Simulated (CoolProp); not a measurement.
Vapour-liquid equilibrium of carbon dioxide (1) + dimethyl ether (2) at -17.85 °C; x and y are mole fractions of (1).

The numbers come from the multi-fluid Helmholtz-energy mixture model, Span 1996 and Wu 2011; pair parameters Bell 2016 in CoolProp.

```tsv
x	bubble pressure, mixture model (kPa)	bubble pressure, Raoult's law (kPa)	y, mixture model	y, Raoult's law
0.05	197.6	234.1	0.335	0.449
0.125	298.2	381.7	(withheld)	0.689
0.2	408.4	529.3	(withheld)	0.795
0.275	528.3	676.8	0.798	0.855
0.35	657.9	824.4	0.851	0.893
0.425	(withheld)	972.0	0.889	0.920
0.5	945.2	1120	0.917	0.939
0.575	1102	1267	0.938	0.954
0.65	1266	1415	0.955	0.966
0.725	1436	1562	0.968	0.976
0.8	1612	1710	0.979	0.984
0.875	(withheld)	1857	0.988	0.991
0.95	1977	2005	0.995	0.997
```

**Question.** Some entries are withheld; supply them.

**Answer.** 
- 0.125, y, mixture model: 0.585
- 0.2, y, mixture model: 0.717
- 0.425, bubble pressure, mixture model (kPa): 797.0
- 0.875, bubble pressure, mixture model (kPa): 1792

The largest gap from Raoult's law is -22.8 % in bubble pressure, at x = 0.2. No azeotrope shows between x = 0.05 and 0.95.

Pair parameters are fitted to limited data, so mixtures are less certain than the pure fluids.
